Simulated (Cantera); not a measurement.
An isothermal, constant-pressure homogeneous reactor starts with CO : O₂ : H₂O : N₂ = 0.0098 : 0.0096 : 0.072 : 1 (molar parts), equivalence ratio 0.51, at 1050 K and 150 Torr.

Detailed kinetics in Cantera: GRI-Mech 3.0 (53 species, 325 reactions).

x: mole fraction; the columns are a selection and need not sum to one.

```csv
t (s),x CO,x O₂,x H₂O,x O,x HO₂,x NO,x CO₂
0.000200,0.00898,0.00880,0.0660,9.48e-12,<1e-12,<1e-12,1.06e-11
0.000607,0.00898,0.00880,0.0660,2.61e-11,<1e-12,<1e-12,3.88e-11
0.00184,0.00898,0.00880,0.0660,8.59e-11,1.36e-11,<1e-12,2.34e-10
0.00558,0.00898,0.00880,0.0660,1.19e-9,5.48e-10,<1e-12,5.30e-9
0.0169,0.00897,0.00879,0.0660,2.41e-6,8.21e-7,<1e-12,1.22e-5
0.0514,0.00165,0.00544,0.0654,7.42e-5,9.69e-7,4.49e-8,0.00736
0.156,9.64e-5,0.00439,0.0662,5.30e-6,4.42e-7,5.44e-8,0.00892
0.473,?,0.00433,0.0663,?,?,5.42e-8,0.00901
1.43,7.76e-7,0.00433,0.0663,5.62e-8,1.05e-8,5.40e-8,0.00902
4.35,5.23e-8,0.00433,0.0663,9.26e-9,1.49e-9,5.43e-8,0.00902
13.2,3.27e-9,0.00433,0.0663,2.09e-9,3.09e-10,5.45e-8,0.00902
40.0,5.78e-10,0.00433,0.0663,6.07e-10,1.02e-10,5.45e-8,0.00902
```

Problem. Fill in the missing entries.

Solution. 
- 0.473, x CO: 8.77e-6
- 0.473, x O: 4.61e-7
- 0.473, x HO₂: 8.29e-8
